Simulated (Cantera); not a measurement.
Charge: 1 mol Si, 19 mol HCl, 16 mol N2, equilibrated at 1025 K and 10.0 mbar.

Cantera equilibrium calculation (NASA polynomials, part measured and part estimated; ideal gas, pure solids and liquids). Candidate condensed phases: NH4Cl, Si, Si3N4; 28 gas species. The tables' values for SiCl3 are old estimates; treat these amounts as uncertain. Kinetics and transport are ignored.

Base state: N2 0.471, HCl 0.441, H2 0.0588, SiCl4 0.0293, SiHCl3 3.36e-5, SiCl3 3.30e-5 (mole fractions); condensed: gas only.

What changes in the equilibrium state with this change: temperature from 1025 K to 1425 K?


| species | before | after |
|---|---|---|
| N2 | 0.471 | 0.466 |
| HCl | 0.441 | 0.455 |
| H2 | 0.0588 | 0.0494 |
| SiCl4 | 0.0293 | 0.0175 |
| SiCl2 | 7.74e-7 | 0.00620 |
| Cl | 7.31e-8 | 0.000114 |
| H | 1.06e-8 | 1.52e-5 |
| SiCl3 | 3.30e-5 | 0.00526 |
